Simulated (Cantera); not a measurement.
**Equilibrium for silicon carbide growth: Si(CH₃)₄ + HCl + H₂**

Charge: 1 mol Si(CH₃)₄, a varied amount of HCl, 8.8 mol H₂, equilibrated at 1025 K and 480 Torr.

Equilibrium computed with Cantera from the NASA thermochemical tables; the gas is ideal and each condensed phase is pure. Candidate condensed phases: C, C₆H₆, C₇H₈, C₈H₁₈, Si, SiC; 109 gas species. The tables' values for SiCl₃ are old estimates; treat these amounts as uncertain. Rates play no part.

```tsv
n(HCl) (mol)	x H₂	x HCl	x CH₄	x SiCl₄	x SiHCl₃	n C(graphite)	n SiC(s)
0.53	0.926	0.0322	0.0404	0.000792	0.000196	2.42	0.985
0.92	0.911	0.0458	0.0391	0.00335	0.000573	2.47	0.940
1.3	0.900	0.0543	0.0381	0.00678	0.000966	2.53	0.880
1.7	0.890	0.0607	0.0372	0.0108	0.00136	2.61	0.808
2.1	0.881	0.0655	0.0365	0.0150	0.00173	2.68	0.730
2.5	0.873	0.0694	0.0359	0.0192	0.00208	2.76	0.650
2.9	0.866	0.0726	0.0353	0.0234	0.00240	2.84	0.567
3.3	0.859	0.0754	0.0347	0.0276	0.00270	2.93	0.483
```
x: gas mole fraction; n: condensed amount in mol.

From 0.53 mol HCl to 3.3 mol HCl the condensed part is C(graphite) + SiC(s). The main Si-bearing gas is SiCl₄ throughout. The share of Si in condensed phases is highest at 0.53 mol HCl (98.5 %) and lowest at 3.3 mol HCl (48.3 %).
